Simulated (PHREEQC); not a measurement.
NaCl is added in steps, without added water, to 1 kg of water holding 0.0022 mol/kgw H2SO4 and 0.056 mol/kgw NiSO4, at 25 °C. Oxygen alone is held at its pressure in air (log pO2 = -0.68). CO2 from the air is kept out. The run lets Ni(OH)2, Ni4(OH)6SO4, Halite, Mirabilite, Morenosite precipitate or redissolve, and no other solid.

Base run: PHREEQC, ion-association model, wateq4f.dat. Each further column changes one thing. The table gives pH.

```tsv
NaCl added (mol)	base	temperature from 25 to 45 °C	NiSO4 left out	temperature from 25 to 30 °C	no solid may form
0	2.78	2.88	2.44	2.80	2.78
0.02125	2.77	2.88	2.45	2.80	2.77
0.03188	2.77	2.87	2.46	2.79	2.77
0.05312	2.77	2.87	2.46	2.79	2.77
0.06375	2.76	2.86	2.46	2.79	2.76
0.085	2.76	2.86	2.47	2.78	2.76
0.1062	2.76	2.85	2.47	2.78	2.76
0.1169	2.75	2.85	2.47	2.77	2.75
0.1381	2.75	2.84	2.47	2.77	2.75
0.1487	2.75	2.84	2.47	2.77	2.75
0.17	2.74	2.84	2.47	2.76	2.74
```

 At this temperature some constants are extrapolated from 25 °C, and those without enthalpy data are left unchanged. Solids allowed in the column 'NiSO4 left out': Halite, Mirabilite.
